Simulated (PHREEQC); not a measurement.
Model water analysis in mmol/kgw, 25 °C, pH 4.08, pe 11.1:

```tsv
constituent	mmol/kgw
Na	3.38
K	0.49
Ca	4.93
Mg	0.00249
Cl	0.677
S(6)	6.58
O(0) (counted as O atoms)	0.00326
Li	0.00739
Zn	0.00498
```

Na is adjusted to close the charge balance.
Valence states are taken as typed.

Equilibrium calculation in PHREEQC: ion-association model, phreeqc.dat.

This is a speciation only: nothing precipitates in the calculation.

Task: Predict the ionic strength, specific conductance.

Result: ionic strength 0.0204 mol/kgw; specific conductance 1330 µS/cm.

Task: In which forms is Mg present?

Result: Mg+2 70 %, MgSO4 30 % of the Mg.
